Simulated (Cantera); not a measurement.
What does this Cantera script print?

```python
import numpy as np
import cantera as ct

gas = ct.Solution("gri30.yaml")


def delay(T, t_max=10):
    gas.TPX = T, 74000, {'CH4': 1, 'C2H6': 0.14, 'C3H8': 0.058, 'O2': 2.93, 'N2': 11, 'CO2': 3}
    reactor = ct.IdealGasConstPressureReactor(gas, clone=False)
    net = ct.ReactorNet([reactor])
    net.rtol, net.atol = 1e-8, 1e-16
    while net.time < t_max:
        t_old, T_old = net.time, reactor.T
        net.step()
        if reactor.T > T + 400:  # ignition: a rise of 400 K
            return t_old + (T + 400 - T_old) / (reactor.T - T_old) * (net.time - t_old)
    return np.nan


taus = []
for T in [1450, 1525, 1600, 1675, 1750]:
    taus.append(delay(T))
    print(f"T0 = {T:6g} K   tau = {taus[-1]:.4e} s")

# d ln(tau) / d ln(k), from doubling and halving each rate constant
T, sens = 1675, []
for i in range(gas.n_reactions):
    gas.set_multiplier(2.0, i)
    up = delay(T)
    gas.set_multiplier(0.5, i)
    down = delay(T)
    gas.set_multiplier(1.0, i)
    sens.append((np.log(up / down) / np.log(4.0), gas.reaction(i).equation))
sens.sort(key=lambda x: -abs(x[0]))
print(f"sensitivities at {T} K")
for s, eq in sens[:10]:
    print(f"{s:8.3f}  {eq}")
```

It prints:

```
T0 =   1450 K   tau = 3.6313e-04 s
T0 =   1525 K   tau = 1.9543e-04 s
T0 =   1600 K   tau = 1.1493e-04 s
T0 =   1675 K   tau = 7.3112e-05 s
T0 =   1750 K   tau = 4.9720e-05 s
sensitivities at 1675 K
  -0.616  H + O2 <=> O + OH
   0.211  CH4 + H <=> CH3 + H2
  -0.208  CH3 + HO2 <=> CH3O + OH
  -0.144  C2H5 + CH3 (+M) <=> C3H8 (+M)
   0.103  CH4 + OH <=> CH3 + H2O
  -0.079  CH3 + O2 <=> CH3O + O
  -0.071  C2H4 + H (+M) <=> C2H5 (+M)
   0.062  CH3 + O <=> CH2O + H
   0.057  H + HO2 <=> H2 + O2
  -0.054  H2 + OH <=> H + H2O
```

Model: GRI-Mech 3.0 (53 species, 325 reactions), integrated in Cantera.
